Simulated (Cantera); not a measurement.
Input (Python, Cantera) and output of one run.

```python
import numpy as np
import cantera as ct

gas_names = """
    H HO2 H2 H2O H2O2 Mg MgH MgO MgOH MgO2H2 Mg2 O OH O2 O3
""".split()
cond_names = """
    H2O(s) H2O(L) Mg(cr) Mg(L) MgO(s) MgO(L) MgO2H2(s)
""".split()


# ... load() reads the species with a 1 bar reference pressure and builds the phases ...
atoms = {
    'Mg(OH)2': {'Mg': 1, 'O': 2, 'H': 2},
    'H2': {'H': 2},
}
top_T = {}  # K; cautious upper limits of use, not melting points


# ... equilibrate(T, P, feed) seeds the gas with the atoms and calls Mixture.equilibrate('TP', solver="vcs", rtol=1e-11, max_steps=5000) ...
results = []
feed = {'Mg(OH)2': 1, 'H2': 0.13}  # mol
T = 1325  # K
P = 1000  # Pa
mix = equilibrate(T, P, feed)
results.append((T, P, feed, dict(zip(mix.species_names, mix.species_moles))))
print(gas.report(threshold=1e-06))
for i in range(1, mix.n_phases):
    print(f"{mix.phase(i).name:16s} {mix.phase_moles(i):12.5e} mol")
```

It prints:

```
       temperature   1325 K
          pressure   1000 Pa
           density   0.0014682 kg/m^3
  mean mol. weight   16.174 kg/kmol
   phase of matter   gas

                          1 kg             1 kmol
                     ---------------   ---------------
          enthalpy       -1.0817e+07       -1.7496e+08  J
   internal energy       -1.1498e+07       -1.8598e+08  J
           entropy             17196        2.7813e+05  J/K
    Gibbs function       -3.3602e+07       -5.4349e+08  J
 heat capacity c_p            2710.9             43847  J/K
 heat capacity c_v            2196.9             35533  J/K

                      mass frac. Y      mole frac. X     chem. pot. / RT
                     ---------------   ---------------   ---------------
                 H        3.4568e-07        5.5467e-06           -12.508
                H2          0.014339           0.11504           -25.017
               H2O           0.98566           0.88495           -52.495
     [  +12 minor]         6.887e-07         6.322e-07

Mg(L)             0.00000e+00 mol
MgO(s)            1.00000e+00 mol
```

Cantera equilibrium calculation (NASA polynomials, part measured and part estimated; ideal gas, pure solids and liquids).
